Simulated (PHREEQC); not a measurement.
A solution holds 0.11 mol HNO3, 0.039 mol KNO3 and 0.054 mol H3BO3 per kg of water, at 25 °C. Closed to the air; pH follows from the charge balance.

Equilibrium calculation in PHREEQC: ion-association model, phreeqc.dat.

```yaml
pH: 1.05
ionic_strength: 0.149 mol/kgw
activity_of_water: 0.994
specific_conductance: 42000 µS/cm
density: 1.004 g/cm³
total_alkalinity: -110 meq/kg
```

| species | molality | activity | log γ |
|---|---|---|---|
| NO3- | 0.149 | 0.107 | -0.143 |
| H+ | 0.110 | 0.0890 | -0.092 |
| H3BO3 | 0.0540 | 0.0559 | 0.015 |
| K+ | 0.0390 | 0.0286 | -0.134 |

Precipitation was switched off in this run. Complexes and solids missing from the database can't appear.
